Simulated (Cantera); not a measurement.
A perfectly stirred reactor is fed with 3.85 % C₂H₆, 96.2 % N₂, at 3.00 Torr; it is held at 1298 K, and followed from long to short residence time.

Detailed kinetics in Cantera: GRI-Mech 3.0 (53 species, 325 reactions). GRI-Mech 3.0 stops at C3 and has no aromatics, soot or wall deposition, so with more carbon than oxygen in the feed, carbon stays in small species such as C2H2 where larger ones or solid carbon would form. Radical loss at walls, strong at low pressure, is not modelled.

x: mole fraction; the columns are a selection and need not sum to one.

```csv
τ (s),x C₂H₆,x CH₄,x CH₂,x CH₃,x H,x H₂
29,0.000197,0.00896,3.16e-8,0.000102,…,0.0569
6.9,0.000691,0.0114,6.98e-8,0.000183,…,0.0500
1.6,0.00250,0.0126,1.56e-7,0.000337,4.26e-5,0.0396
0.39,0.00845,0.0101,3.11e-7,0.000620,4.18e-5,0.0264
0.092,0.0226,0.00396,4.10e-7,0.000904,…,0.0121
0.022,0.0348,0.000590,2.27e-7,0.000636,…,0.00262
0.0052,0.0381,4.16e-5,2.96e-8,0.000200,…,0.000195
0.0012,0.0384,2.50e-6,9.73e-10,5.24e-5,…,3.42e-6
0.00029,0.0385,1.52e-7,2.01e-11,1.31e-5,…,4.06e-8
```

### Question
What belongs in the gaps?

### Answer

- 29, x H: 3.23e-5
- 6.9, x H: 3.80e-5
- 0.092, x H: 3.22e-5
- 0.022, x H: 1.82e-5
- 0.0052, x H: 5.20e-6
- 0.0012, x H: 3.92e-7
- 0.00029, x H: 1.92e-8
